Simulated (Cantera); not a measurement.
Hydrocarbon pyrolysis for carbon deposition

An isothermal, constant-pressure homogeneous reactor starts with CH₄ : H₂ = 1 : 9.6 (molar parts), at 1473 K and 0.900 Torr.

Cantera simulation using GRI-Mech 3.0 (53 species, 325 reactions); the numbers are that mechanism's predictions, not measurements. GRI-Mech 3.0 stops at C3 and has no aromatics, soot or wall deposition, so with more carbon than oxygen in the feed, carbon stays in small species such as C2H2 where larger ones or solid carbon would form. Radical loss at walls, strong at low pressure, is not modelled.

| t (s) | x CH₄ | x H₂ | x C₂H₂ | x C₂H₆ | x C₂H | x H | x CH₃ |
|---|---|---|---|---|---|---|---|
| 0.000200 | 0.0943 | 0.906 | <1e-12 | <1e-12 | <1e-12 | 8.04e-9 | 9.60e-9 |
| 0.000843 | 0.0943 | 0.906 | <1e-12 | <1e-12 | <1e-12 | 2.88e-8 | 4.56e-8 |
| 0.00356 | 0.0943 | 0.906 | <1e-12 | <1e-12 | <1e-12 | 1.06e-7 | 2.07e-7 |
| 0.0150 | 0.0943 | 0.906 | <1e-12 | 3.97e-12 | <1e-12 | 4.32e-7 | 8.91e-7 |
| 0.0632 | 0.0943 | 0.906 | 2.23e-12 | 2.79e-10 | <1e-12 | 1.80e-6 | 3.77e-6 |
| 0.267 | 0.0943 | 0.906 | 8.72e-10 | 1.41e-8 | <1e-12 | 7.58e-6 | 1.59e-5 |
| 1.12 | 0.0943 | 0.906 | 4.70e-7 | 3.56e-7 | <1e-12 | 3.21e-5 | 6.74e-5 |
| 4.74 | 0.0932 | 0.906 | 0.000234 | 3.62e-6 | 5.21e-11 | 0.000127 | 0.000263 |
| 20.0 | 0.0812 | 0.912 | 0.00563 | 4.49e-6 | 1.78e-9 | 0.000182 | 0.000326 |
x: mole fraction; the columns are a selection and need not sum to one.

Equilibrium at this temperature and pressure: CH₄ 0.000265, H₂ 0.956, C₂H₂ 0.0430, C₂H₆ 2.23e-10, C₂H 2.56e-8, H 0.000360, CH₃ 2.01e-6 (gas phase only).
